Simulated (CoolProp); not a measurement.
Properties of R227EA along the isobar 3.08 MPa (Tc = 374.9 K, pc = 2.925 MPa, ω = 0.358).

Model: reference Helmholtz-energy equation of state, Lemmon 2016, in CoolProp.

```
T (K)          phase  cv (kJ/(kg K))  speed of sound (m/s)  Joule-Thomson coefficient (K/MPa)  viscosity (µPa s)  conductivity (mW/(m K))
-----  -------------  --------------  --------------------  ---------------------------------  -----------------  -----------------------
159.1         liquid          0.6708                  1016                            -0.4426               2320                     90.9
204.3         liquid          0.7024                 826.2                            -0.3827                934                     83.2
249.4         liquid          0.7530                 638.0                            -0.2919                482                     73.3
294.5         liquid          0.8196                 461.4                            -0.1208                268                     62.2
339.6         liquid          0.8943                 285.1                             0.3882                144                     50.7
384.8  supercritical          0.9992                 80.72                              15.25               20.9                     32.1
429.9  supercritical          0.9747                 118.1                              7.171               19.3                     27.7
475    supercritical           1.004                 136.9                              4.755               20.3                     30.0
```

Viscosity comes from a separate model (Huber 2003), an estimate that may be off by 10 % or more. Thermal conductivity comes from a separate model (Huber 2003), an estimate that may be off by 10 % or more.
